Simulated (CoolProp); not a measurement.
A Linde-Hampson liquefier for ethane: isothermal reversible compression at 320 K from 1 atm to 10 MPa, throttling to 1 atm, return gas leaving the recuperator 5 K below the feed. Each further row changes one setting.

Values from CoolProp's reference Helmholtz-energy equation of state, Bücker 2006.

```
case                        liquid yield per pass  compression work (kJ/kg of gas)
--------------------------  ---------------------  -------------------------------
as stated                                     [?]                              338
high pressure 20 MPa                          [?]                              [?]
warm-end temperature 350 K                    [?]                              [?]
warm-end gap 10 K                             [?]                              338
```

**Question.** Fill in the missing entries.

**Answer.** 
- as stated, liquid yield per pass: 0.426
- high pressure 20 MPa, liquid yield per pass: 0.458
- high pressure 20 MPa, compression work (kJ/kg of gas): 366
- warm-end temperature 350 K, liquid yield per pass: 0.279
- warm-end temperature 350 K, compression work (kJ/kg of gas): 395
- warm-end gap 10 K, liquid yield per pass: 0.418
